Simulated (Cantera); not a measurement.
An adiabatic, constant-pressure homogeneous reactor starts with CO : H2 : CH4 : O2 : N2 = 1 : 0.96 : 0.18 : 0.744 : 2.61 (molar parts), at 1750 K and 4.20 bar.

Computed with Cantera and GRI-Mech 3.0 (53 species, 325 reactions). Above 3000 K some thermodynamic fits are extrapolated.

Question: Predict: time of steepest temperature rise; temperature at 0.700 s; equilibrium temperature; x(CO) at 0.700 s; x(H2) at 0.700 s; x(HCO) at 0.700 s; x(OH) at 0.700 s.

Answer: 
- time of steepest temperature rise: 3.43 µs
- temperature at 0.700 s: 3011 K
- equilibrium temperature: 3011 K
- x(CO) at 0.700 s: 0.170 (gas-phase equilibrium 0.170)
- x(H2) at 0.700 s: 0.0686 (gas-phase equilibrium 0.0686)
- x(HCO) at 0.700 s: 1.13e-6 (gas-phase equilibrium 1.13e-6)
- x(OH) at 0.700 s: 0.0168 (gas-phase equilibrium 0.0168)
